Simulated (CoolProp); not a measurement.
The numbers come from the reference Helmholtz-energy equation of state, Span 2003 in CoolProp. It is a short technical equation, of lower accuracy than the large ones.

### Question
For n-heptane, give the phase and the cv (kJ/(kg K)), Joule-Thomson coefficient (K/MPa), expansivity (1/kK), conductivity (mW/(m K)) at 391.2 K and 15.3 MPa.

### Answer
- 391.2 K and 15.3 MPa: liquid; cv 2.14, Joule-Thomson coefficient -0.310, expansivity 1.28, conductivity 107

Thermal conductivity comes from a separate model (Assael 2013).
